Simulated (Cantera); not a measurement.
A closed system holds: 1 mol Si, 0.022 mol O2, 410 mol H2, equilibrated at 1700 K.

These are equilibrium values from Cantera (NASA tables, ideal gas, pure condensed phases), not measurements of a reactor. Candidate condensed phases: H2O, Si, SiO2; 18 gas species. Gases not in the tables: Si2H6 and higher silanes. Equilibrium is a limit: real reactors are often held back by kinetics, nucleation or transport.

Task: At 10.0 bar, list the 5 most abundant gas species with their mole fractions, and the condensed phases.

Result: H2 1.000, SiO 0.000105, H 4.66e-5, SiH2 1.42e-5, SiH4 1.25e-5. Condensed: Si(l).
